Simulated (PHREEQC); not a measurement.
Consider water at 25 °C with 0.011 mol NH3 per kg of water. Closed to the air; pH follows from the charge balance.

The numbers come from PHREEQC with the ion-association model, wateq4f.dat.

```tsv
quantity	before	after
pH	10.63	10.99
ionic strength (mol/kgw)	0.000441	0.00101
NH4+ (mol/kgw)	0.000441	0.00101
```

Q: Name the change that produced these shifts.
A) 0.0052 mol/kgw KOH added
B) 0.0086 mol/kgw KOH added
C) temperature from 25 to 45 °C
D) NH3 replaced by (NH4)2CO3 at the same molality
E) NH3 from 0.011 to 0.055 mol/kgw

A: E, NH3 from 0.011 to 0.055 mol/kgw

This is a speciation only: nothing precipitates in the calculation.
